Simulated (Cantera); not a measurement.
Feed: 1 mol C, 38 mol H₂, 0.009 mol O₂, at 750 K.

Cantera equilibrium calculation (NASA polynomials, part measured and part estimated; ideal gas, pure solids and liquids). Candidate condensed phases: C, C₆H₆, C₇H₈, C₈H₁₈, H₂O; 110 gas species. The numbers say what is thermodynamically allowed, not how fast it happens.

Q: At 10.0 Pa, list the 3 most abundant gas species with their mole fractions, and the condensed phases.

A: H₂ 0.999, CO 0.000469, CH₄ 0.000319. Condensed: C(graphite).
